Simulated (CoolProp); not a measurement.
n-perfluorobutane at several states: Z from the reference equation and from simpler models built on Tc = 113.2 °C, pc = 2.322 MPa, ω = 0.372; each cubic takes its own stable root.

The numbers come from the reference Helmholtz-energy equation of state, Gao 2022 in CoolProp.

| T (°C) | p (MPa) | phase | reference | Pitzer virial | van der Waals | Redlich-Kwong | Soave-Redlich-Kwong | Peng-Robinson |
|---|---|---|---|---|---|---|---|---|
| 42.75 | 0.0527 | gas | 0.9854 | 0.9834 | 0.9890 | 0.9862 | 0.9847 | 0.9836 |
| 72.35 | 0.157 | gas | 0.9672 | 0.9643 | 0.9732 | 0.9676 | [?] | 0.9625 |
| 53.65 | 0.505 | gas | 0.8570 | 0.8596 | [?] | [?] | 0.8525 | 0.8430 |
| -3.95 | 0.0197 | gas | 0.9909 | 0.9889 | 0.9941 | 0.9921 | 0.9907 | 0.9903 |
| 131.15 | 0.0433 | gas | 0.9949 | 0.9945 | 0.9950 | 0.9944 | 0.9946 | 0.9939 |

Fill in the missing entries.


- 72.35, Soave-Redlich-Kwong: 0.9653
- 53.65, van der Waals: 0.8939
- 53.65, Redlich-Kwong: 0.8676
